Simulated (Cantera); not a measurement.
A closed system holds: 1 mol Ta, 3 mol CO2, 91 mol H2, equilibrated at 1798 K and 1.80e-6 bar.

These are equilibrium values from Cantera (NASA tables, ideal gas, pure condensed phases), not measurements of a reactor. Candidate condensed phases: C, C6H6, C7H8, C8H18, H2O, Ta, TaC, Ta2O5; 113 gas species. Equilibrium is a limit: real reactors are often held back by kinetics, nucleation or transport.

Base state: H2 0.737, H 0.225, CO 0.0281, H2O 0.00620, TaO2 0.00327, OH 0.000125, CO2 6.21e-5, TaO 5.21e-5 (mole fractions); condensed: Ta2O5(s).

Q: What changes in the equilibrium state with this change: temperature from 1798 K to 2048.15 K?

A: 
```csv
species,before,after
H,0.225,0.760
H2,0.737,0.207
CO,0.0281,0.0194
TaO2,0.00327,0.00628
O2,1.10e-7,1.59e-5
O,2.95e-5,0.00285
OH,0.000125,0.00107
TaO,5.21e-5,0.000207
"Ta2O5(s), mol",0.323,0
```

Q: What changes in the equilibrium state with this change: temperature from 1798 K to 948 K?

A: 
```tsv
species	before	after
H2	0.737	0.963
CO	0.0281	0.0316
H2O	0.00620	0.00502
H	0.225	3.84e-7
TaO2	0.00327	<1e-9
OH	0.000125	<1e-9
TaO	5.21e-5	<1e-9
O	2.95e-5	<1e-9
CO2	6.21e-5	0.000298
Ta2O5(s), mol	0.323	0.500
```
